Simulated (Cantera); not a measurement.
An adiabatic, constant-volume homogeneous reactor starts with 16.1 % CH₄, 2.74 % H₂, 15.3 % O₂, 57.4 % N₂, 8.39 % CO₂, equivalence ratio 2.2, at 1075 K and 8.68 atm.

Computed with Cantera and GRI-Mech 3.0 (53 species, 325 reactions).

Question: Predict: time of steepest temperature rise; temperature at 5.00 s; equilibrium temperature; x(CH₄) at 5.00 s; x(H₂) at 5.00 s; x(O₂) at 5.00 s; x(CH₃) at 5.00 s; x(H) at 5.00 s.

Answer: 
| Property | Value |
|---|---|
| time of steepest temperature rise | 4.60 ms |
| temperature at 5.00 s | 2221 K |
| equilibrium temperature | 2221 K |
| x(CH₄) at 5.00 s | 1.63e-8 (gas-phase equilibrium 1.80e-8) |
| x(H₂) at 5.00 s | 0.140 (gas-phase equilibrium 0.140) |
| x(O₂) at 5.00 s | 1.03e-7 (gas-phase equilibrium 1.03e-7) |
| x(CH₃) at 5.00 s | 1.15e-9 (gas-phase equilibrium 1.26e-9) |
| x(H) at 5.00 s | 0.000518 (gas-phase equilibrium 0.000518) |
